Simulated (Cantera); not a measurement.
A closed system holds: 1 mol HCl, 0.32 mol O2, held at 2700 Pa.

Method: chemical equilibrium by Gibbs-energy minimisation in Cantera with the NASA 1993 tables (ideal gas, pure condensed phases). Candidate condensed phases: H2O; 14 gas species. The numbers say what is thermodynamically allowed, not how fast it happens. All values below are at 3300 K.

Base state: Cl 0.381, H 0.312, O 0.212, HCl 0.0359, OH 0.0225, H2 0.0197, O2 0.0145, H2O 0.00347 (mole fractions); condensed: gas only.

Task: What changes in the equilibrium state with this change: O2 from 0.32 to 0.017 mol?

Result: 
```tsv
species	before	after
Cl	0.381	0.480
H	0.312	0.409
HCl	0.0359	0.0593
O	0.212	0.0156
O2	0.0145	7.84e-5
OH	0.0225	0.00217
H2	0.0197	0.0338
ClO	6.12e-5	5.67e-6
H2O	0.00347	0.000439
Cl2	1.67e-5	2.66e-5
```
